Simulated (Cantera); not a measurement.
A closed system holds: 1 mol toluene, 0.035 mol O2, 51 mol H2, 0.022 mol H2O, held at 2825 K and 7800000 Pa.

Method: chemical equilibrium by Gibbs-energy minimisation in Cantera with the NASA 1993 tables (ideal gas, pure condensed phases). Candidate condensed phases: C, C6H6, C7H8, C8H18, H2O; 110 gas species. The ideal-gas law is rough above about 30 bar. The numbers say what is thermodynamically allowed, not how fast it happens.

What is the equilibrium state?


| Item | Value |
|---|---|
| x(H2) | 0.945 |
| x(C2H2 (acetylene)) | 0.0342 |
| x(H) | 0.00983 |
| x(CH4) | 0.00662 |
| x(CO) | 0.00167 |
| x(CH3) | 0.00114 |
| x(C2H4) | 0.000664 |
| x(C4H2) | 0.000517 |
| x(C3H3 (propargyl)) | 0.000103 |
| n(C(graphite)) | 2.47 mol |
| gas amount | 54.94 mol |
